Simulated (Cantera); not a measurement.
# Low-pressure radical oxidation in H2/O2

A perfectly stirred reactor is fed with H2 : O2 : N2 = 0.11 : 1 : 2.6 (molar parts), equivalence ratio 0.055, at 2670 Pa; it is held at 1273 K, and followed from long to short residence time.

Model: the H2/O2 subset of GRI-Mech 3.0, which has no nitrogen chemistry, integrated in Cantera. Radical loss at walls, strong at low pressure, is not modelled.

```json
[
 {"τ (s)": "9.6", "x H2": "2.96e-5", "x O2": "0.258", "x H2O": "0.0299", "x OH": "0.000341", "x H2O2": "2.29e-8", "x HO2": "3.74e-7"},
 {"τ (s)": "2.6", "x H2": "6.78e-5", "x O2": "0.258", "x H2O": "0.0297", "x OH": "0.000524", "x H2O2": "3.50e-8", "x HO2": "6.38e-7"},
 {"τ (s)": "0.69", "x H2": "0.000154", "x O2": "0.257", "x H2O": "0.0294", "x OH": "0.000804", "x H2O2": "4.94e-8", "x HO2": "9.85e-7"},
 {"τ (s)": "0.18", "x H2": "0.000339", "x O2": "0.256", "x H2O": "0.0286", "x OH": "0.00121", "x H2O2": "6.35e-8", "x HO2": "1.36e-6"},
 {"τ (s)": "0.049", "x H2": "0.000682", "x O2": "0.254", "x H2O": "0.0273", "x OH": "0.00169", "x H2O2": "7.34e-8", "x HO2": "1.66e-6"},
 {"τ (s)": "0.013", "x H2": "0.00132", "x O2": "0.251", "x H2O": "0.0251", "x OH": "0.00220", "x H2O2": "8.23e-8", "x HO2": "1.84e-6"},
 {"τ (s)": "0.0035", "x H2": "0.00277", "x O2": "0.251", "x H2O": "0.0224", "x OH": "0.00271", "x H2O2": "1.01e-7", "x HO2": "1.95e-6"},
 {"τ (s)": "0.00094", "x H2": "0.00691", "x O2": "0.254", "x H2O": "0.0179", "x OH": "0.00320", "x H2O2": "1.33e-7", "x HO2": "1.99e-6"},
 {"τ (s)": "0.00025", "x H2": "0.0184", "x O2": "0.262", "x H2O": "0.00825", "x OH": "0.00239", "x H2O2": "1.01e-7", "x HO2": "1.82e-6"}
]
```
x: mole fraction; the columns are a selection and need not sum to one.
